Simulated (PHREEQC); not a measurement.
Solution (25 °C): 0.02 mol TMAH per kg of water. Closed to the air; pH follows from the charge balance.

All values are PHREEQC results (ion-association model, wateq4f.dat), not measurements.

| Quantity | Value |
|---|---|
| pH | 12.24 |
| ionic strength | 0.0200 mol/kgw |
| total alkalinity | 20.0 meq/kg |

```json
[
 {"species": "OH-", "molality": "0.0200", "activity": "0.0173", "log γ": "-0.062"},
 {"species": "(CH3)4N+", "molality": "0.0200", "activity": "0.0174", "log γ": "-0.061"}
]
```

This is a speciation only: nothing precipitates in the calculation. Complexes and solids missing from the database can't appear. (CH3)4N+ isn't in the database: it is added as a free cation with an ion size of 4 Å.
